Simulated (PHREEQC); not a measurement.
**Metal-bearing waste water: an equilibrium model**

Make-up at 25 °C: 0.46 mol ZnSO4, 0.086 mol ZnCl2 and 0.0055 mol HCl per kg of water. Closed to the air; pH follows from the charge balance.

Equilibrium calculation in PHREEQC: ion-association model, phreeqc.dat.

Each row changes one thing in this solution. Precipitation was switched off in this run.

```
case                                            pH  ionic strength (mol/kgw)  Zn+2 (mol/kgw)  ZnSO4 (mol/kgw)  Cl- (mol/kgw)  SO4-2 (mol/kgw)
--------------------------------------------  ----  ------------------------  --------------  ---------------  -------------  ---------------
as made                                       2.83                      1.07           0.280            0.165          0.155            0.130
ZnSO4 replaced by KHSO4 at the same molality  0.85                     0.854          0.0462           0.0247          0.173           0.0944
HCl from 0.0055 to 0.00605 mol/kgw            2.79                      1.07           0.280            0.165          0.156            0.130
temperature from 25 to 70 °C                  3.21                     0.998           0.241            0.172          0.111            0.143
HCl from 0.0055 to 0.00495 mol/kgw            2.88                      1.07           0.280            0.165          0.155            0.130
diluted 5-fold with water                     3.36                     0.229          0.0607           0.0368         0.0339           0.0345
temperature from 25 to 55 °C                  3.06                      1.02           0.254            0.172          0.127            0.137
ZnSO4 from 0.46 to 0.23 mol/kgw               2.73                     0.651           0.177           0.0887          0.160           0.0689
```

The ionic strength passes 0.7 mol/kgw, the rough limit of the ion-association models, in as made; ZnSO4 replaced by KHSO4 at the same molality; HCl from 0.0055 to 0.00605 mol/kgw; temperature from 25 to 70 °C; HCl from 0.0055 to 0.00495 mol/kgw; temperature from 25 to 55 °C. At this temperature some constants are extrapolated from 25 °C, and those without enthalpy data are left unchanged.
